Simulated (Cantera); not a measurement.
A perfectly stirred reactor is fed with C₂H₆ : H₂ = 1 : 47 (molar parts), at 0.132 atm; it is held at 1500 K, and followed from long to short residence time.

Model: GRI-Mech 3.0 (53 species, 325 reactions), integrated in Cantera. GRI-Mech 3.0 stops at C3 and has no aromatics, soot or wall deposition, so with more carbon than oxygen in the feed, carbon stays in small species such as C2H2 where larger ones or solid carbon would form.

```json
[
 {"quantity": "x(C₂H₆) at τ = 1.30 s", "before": "1.48e-5", "after": "0.0153"},
 {"quantity": "x(H₂) at τ = 1.30 s", "before": "0.973", "after": "0.979"},
 {"quantity": "x(C₂H) at τ = 1.30 s", "before": "2.41e-9", "after": "<1e-12"},
 {"quantity": "x(CH₄) at τ = 1.30 s", "before": "0.0133", "after": "0.000549"},
 {"quantity": "x(C₂H₂) at τ = 1.30 s", "before": "0.0130", "after": "8.15e-6"},
 {"quantity": "x(C₂H₆) at τ = 25.0 ms", "before": "0.000277", "after": "0.0208"},
 {"quantity": "x(H₂) at τ = 25.0 ms", "before": "0.972", "after": "0.979"},
 {"quantity": "x(C₂H) at τ = 25.0 ms", "before": "6.03e-9", "after": "<1e-12"},
 {"quantity": "x(CH₄) at τ = 25.0 ms", "before": "0.0141", "after": "1.82e-6"},
 {"quantity": "x(C₂H₂) at τ = 25.0 ms", "before": "0.0106", "after": "4.71e-10"}
]
```

Q: Name the change that produced these shifts.
A) temperature 1500 to 1373 K
B) H2 47 to 92 parts
C) temperature 1500 to 1000 K
D) temperature 1500 to 1825 K

A: C, temperature 1500 to 1000 K
